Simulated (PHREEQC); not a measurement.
PHREEQC input (ion-association model, phreeqc.dat):

```
SOLUTION_MASTER_SPECIES
  Amm  AmmH+  0  AmmH  17.031  # ammonia with no redox link, constants of NH4+
SOLUTION_SPECIES
  AmmH+ = AmmH+
    -log_k 0
    -gamma 2.5 0
    -dw 1.98e-9
  AmmH+ = Amm + H+
    -log_k -9.252
    -delta_h 12.48 kcal
    -analytic 0.6322 -0.001225 -2835.76
    -dw 2.28e-9
  AmmH+ + SO4-2 = AmmHSO4-
    -log_k 1.11
PHASES
  Amm(g)
    Amm = Amm
    -log_k 1.7966
    -analytic -18.758 3.3670e-4 2.5113e3 4.8619 39.192
    -T_c 405.6
    -P_c 111.3
    -Omega 0.25
EXCHANGE_SPECIES
  AmmH+ + X- = AmmHX
    -log_k 0.6
    -gamma 2.5 0
    -delta_h -2.4
SOLUTION 0
  temp 25
  units mmol/kgw
  pH 7 charge
  Cl 151.45
  Ca 0.72
  Mg 11
  Sr 64
SOLUTION 1-30
  temp 25
  units mmol/kgw
  pH 7 charge
  Cl 46.01
  Amm 22
  Mn(2) 12
END
EXCHANGE 1-30
  X 0.26
  -equilibrate 1
END
SELECTED_OUTPUT 1
  -reset false
  -pH true
  -pe true
  -ionic_strength true
  -water true
  -step true
  -totals Amm Ca Cl Mg Mn Sr Mn(2) Mn(3)
  -molalities AmmHX MgX2 CaX2 MnX2 SrX2
  -saturation_indices Pyrochroite
PRINT
  -reset false
TRANSPORT
  -cells 30
  -shifts 180
  -lengths 0.0166667
  -time_step 60
  -dispersivities 0.025
  -boundary_conditions flux flux
  -correct_disp true
  -punch_cells 30
  -punch_frequency 6
END
```

Selected output (columns that matter, 15 of 31 rows; pore volumes added in front):

```
pore volumes	pH	mu	Amm	Ca	Cl	Mg	Mn	Sr	m_MgX2	m_CaX2	m_MnX2	m_SrX2	si_Pyrochroite
0	5.0272	0.056101	0.022	0	0.04601	0	0.012	0	0	0	0.082568	0	-7.4328
0.4167	5.0272	0.056473	0.02209	0	0.046304	4.1977e-23	0.012102	0	3.74e-22	0	0.082568	0	-7.43
0.8167	5.0265	0.097494	0.030567	4.2059e-14	0.07879	7.4051e-10	0.024107	3.8379e-14	3.4335e-09	3.0907e-13	0.082651	3.6333e-13	-7.2122
1.2167	5.0254	0.15953	0.040259	2.3398e-08	0.12862	2.0667e-05	0.044155	1.0853e-07	5.4711e-05	9.8171e-08	0.082824	5.8664e-07	-7.0329
1.8167	5.0244	0.18563	0.044233	1.8521e-05	0.14952	0.0019602	0.050321	0.00033749	0.0043008	6.4404e-05	0.076991	0.0015118	-7.005
2.2167	5.0261	0.19118	0.043732	0.00015852	0.15115	0.0071098	0.041158	0.0052755	0.013236	0.00046772	0.05332	0.020052	-7.0935
2.6167	5.0407	0.20275	0.034396	0.00047895	0.15141	0.012009	0.021437	0.024575	0.015691	0.00099185	0.019472	0.065561	-7.3555
3.0167	5.0626	0.2142	0.020767	0.00067462	0.15144	0.012619	0.0077183	0.044321	0.013214	0.0011196	0.0056196	0.094759	-7.7623
3.4167	5.0793	0.22073	0.011201	0.00072987	0.15145	0.012018	0.0025172	0.054854	0.011561	0.0011128	0.0016846	0.10774	-8.2192
3.8167	5.0893	0.22401	0.0057855	0.00073744	0.15145	0.011533	0.00080907	0.059748	0.010742	0.0010886	0.00052453	0.11363	-8.6937
4.2167	5.0949	0.22562	0.002925	0.00073369	0.15145	0.011261	0.00026049	0.062002	0.010354	0.0010691	0.00016675	0.11639	-9.1756
4.8167	5.0987	0.22664	0.0010271	0.00072695	0.15145	0.011086	4.7923e-05	0.063346	0.010122	0.001052	3.047e-05	0.11809	-9.9038
5.2167	5.0997	0.22691	0.00050586	0.00072406	0.15145	0.01104	1.5558e-05	0.063687	0.010064	0.0010461	9.8766e-06	0.11853	-10.39
5.6167	5.1002	0.22704	0.00024762	0.00072228	0.15145	0.011019	5.0611e-06	0.06385	0.010037	0.0010427	3.2105e-06	0.11875	-10.877
6.0167	5.1005	0.22711	0.00012064	0.00072125	0.15145	0.011009	1.6486e-06	0.063928	0.010024	0.0010409	1.0455e-06	0.11885	-11.364
```

Complexes and solids missing from the database can't appear.
